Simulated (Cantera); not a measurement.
Cantera with NASA thermochemical tables; ideal gases at 1 bar, condensed phases pure. Values are per mole of reaction as written; species without (g) are pure solids or liquids, kept so even where they would boil at 1 bar.

Q: Between 698 and 798 K, where is each reaction favourable under standard conditions?
- 4 S + 3 CaF2 = 3 CaS + SF6(g)

A: 
- 4 S + 3 CaF2 = 3 CaS + SF6(g): ΔG° is 971 kJ at 698 K and 969 kJ at 798 K; it stays positive (K < 1). ΔH° is 988 kJ and ΔS° 24 J/K at 798 K.
